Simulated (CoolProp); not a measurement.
Model: reference Helmholtz-energy equation of state, Akasaka 2019, in CoolProp.

Problem. For R1234ze(Z), give the phase and the Z, cp (kJ/(kg K)), isothermal compressibility (1/MPa), expansivity (1/kK) at 439.7 K and 0.706 MPa.

Solution. 
- 439.7 K and 0.706 MPa: gas; Z 0.932, cp 1.11, isothermal compressibility 1.52, expansivity 2.91
